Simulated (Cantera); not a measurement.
**Ammonia decomposition in nitride growth gas**

An isothermal, constant-pressure homogeneous reactor starts with NH3 : N2 = 1 : 0.46 (molar parts), at 1900 K and 0.133 bar.

Model: the gas-phase N/H chemistry of the illustrative SiF4/NH3 mechanism in the Surface Chemkin manual (1991), integrated in Cantera. Walls and surfaces, which speed up NH3 decomposition in real reactors, are not modelled.

| t (s) | x NH3 | x NH | x NH2 | x N | x H2 | x N2H4 | x H |
|---|---|---|---|---|---|---|---|
| 3.00e-5 | 0.685 | 1.84e-9 | 1.82e-5 | <1e-12 | 9.03e-6 | 4.44e-11 | 1.80e-7 |
| 0.000180 | 0.685 | 1.29e-7 | 0.000110 | 8.88e-11 | 5.57e-5 | 1.72e-9 | 1.88e-7 |
| 0.00108 | 0.684 | 2.50e-6 | 0.000556 | 3.05e-9 | 0.000512 | 4.49e-8 | 5.13e-7 |
| 0.00646 | 0.677 | 4.38e-6 | 0.000751 | 2.34e-8 | 0.00660 | 8.20e-8 | 3.15e-6 |
| 0.0387 | 0.636 | 5.73e-6 | 0.000673 | 1.23e-7 | 0.0430 | 6.59e-8 | 1.68e-5 |
| 0.232 | 0.450 | 6.65e-6 | 0.000498 | 3.07e-7 | 0.209 | 3.60e-8 | 8.29e-5 |
| 1.39 | 0.0961 | 4.33e-6 | 0.000174 | 3.93e-7 | 0.524 | 4.37e-9 | 0.000338 |
| 8.35 | 0.000380 | 3.17e-7 | 2.91e-6 | 1.26e-7 | 0.608 | 1.22e-12 | 0.00166 |
| 50.0 | 2.27e-5 | 1.99e-8 | 1.78e-7 | 8.12e-9 | 0.608 | <1e-12 | 0.00171 |
| 300 | 3.49e-6 | 3.06e-9 | 2.74e-8 | 1.25e-9 | 0.608 | <1e-12 | 0.00171 |
x: mole fraction; the columns are a selection and need not sum to one.

Equilibrium at this temperature and pressure: NH3 9.41e-7, NH 8.24e-10, NH2 7.39e-9, N 3.36e-10, H2 0.608, N2H4 <1e-12, H 0.00171 (gas phase only).
